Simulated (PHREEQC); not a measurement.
Model water analysis in mg/L, 25 °C, pH 6.59, pe -0.1:

```tsv
constituent	mg/L
Na	168
K	9.95
Ca	58.1
Mg	8.34
Cl	45
S(6) as SO4	144
Alkalinity as HCO3	417
Mn(2)	0.262
```

Valence states are taken as typed.

All values are PHREEQC results (ion-association model, phreeqc.dat), not measurements.

Task: The ionic strength comes out as 0.0136 mol/kgw. What activity coefficients do CO3-2, Mg+2, Na+, CaHCO3+, MnHCO3+ get?

Result: CO3-2 0.64, Mg+2 0.64, Na+ 0.89, CaHCO3+ 0.90, MnHCO3+ 0.89.

This is a speciation only: nothing precipitates in the calculation.
